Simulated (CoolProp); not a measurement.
A single-stage vapour-compression cycle with R11: evaporating at 310.15 K (dew point), condensing at 356.15 K (bubble point), superheat 8 K, subcooling 8 K, compressor efficiency 0.7, no pressure losses. Each further row changes one setting.

Values from CoolProp's reference Helmholtz-energy equation of state, Jacobsen 1992.

| case | cooling COP | pressure ratio | discharge temperature (K) | refrigerating effect (kJ/kg) | volumetric capacity (kJ/m³) |
|---|---|---|---|---|---|
| as stated | 4.23 | 3.54 | 381.2 | 146 | 1260 |
| evaporating temperature 315.15 K | 4.90 | 3.03 | 378.8 | 149 | 1490 |
| condensing temperature 351.15 K | 4.83 | 3.14 | 374.9 | 151 | 1300 |
| subcooling 13 K | 4.36 | 3.54 | 381.2 | 151 | 1300 |
| superheat 18 K | 4.24 | 3.54 | 392.3 | 153 | 1270 |
| compressor efficiency 0.6 | 3.62 | 3.54 | 389.7 | 146 | 1260 |
